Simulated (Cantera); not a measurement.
Charge: 1 mol CO₂, 0.05 mol H₂, equilibrated at 345 Torr.

These are equilibrium values from Cantera (NASA tables, ideal gas, pure condensed phases), not measurements of a reactor. Candidate condensed phases: C, C₆H₆, C₇H₈, C₈H₁₈, H₂O; 110 gas species. Equilibrium is a limit: real reactors are often held back by kinetics, nucleation or transport.

### Question
Which condensed phases are stable at each of these points (T (K)): 675, 725, 775, 825, 875, 925, 975?

### Answer
```csv
T (K),condensed phases,C condensed (%)
675,C(graphite),1.4
725,gas only,0.0
775,gas only,0.0
825,gas only,0.0
875,gas only,0.0
925,gas only,0.0
975,gas only,0.0
```

At 675 K the condensed part is C(graphite). From 725 K to 975 K nothing is condensed.
